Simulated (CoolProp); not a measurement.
CF4 (R14) along the isotherm 283.7 K: fugacity coefficient from the reference equation and from simpler models built on Tc = 227.4 K, pc = 37.62 bar, ω = 0.178; each cubic takes its own stable root.

Values from CoolProp's reference Helmholtz-energy equation of state, Platzer 1990. This equation is an older, rougher fit; its heat capacities, sound speeds and derivatives of the liquid may be far off and weren't checked against measurements.

| p (bar) | phase | reference |
|---|---|---|
| 34.2 | gas | 0.8587 |
| 68.4 | supercritical | 0.7368 |
| 103 | supercritical | 0.6395 |
| 137 | supercritical | 0.5754 |
| 171 | supercritical | 0.5356 |
| 205 | supercritical | 0.5117 |
| 239 | supercritical | 0.4983 |
| 274 | supercritical | 0.4922 |
| 308 | supercritical | 0.4917 |
| 342 | supercritical | 0.4956 |
| 376 | supercritical | 0.5029 |

**Question.** How far does each simpler model (van der Waals, Soave-Redlich-Kwong, Peng-Robinson) lie from the reference over these 11 states: mean and median of the absolute difference, and the worst?

**Answer.** 
- van der Waals: mean 4.0 %, median 4.2 %, worst +7.3 % at 283.7 K and 376 bar
- Soave-Redlich-Kwong: mean 5.1 %, median 6.2 %, worst +7.1 % at 283.7 K and 342 bar
- Peng-Robinson: mean 4.4 %, median 3.7 %, worst -7.9 % at 283.7 K and 376 bar
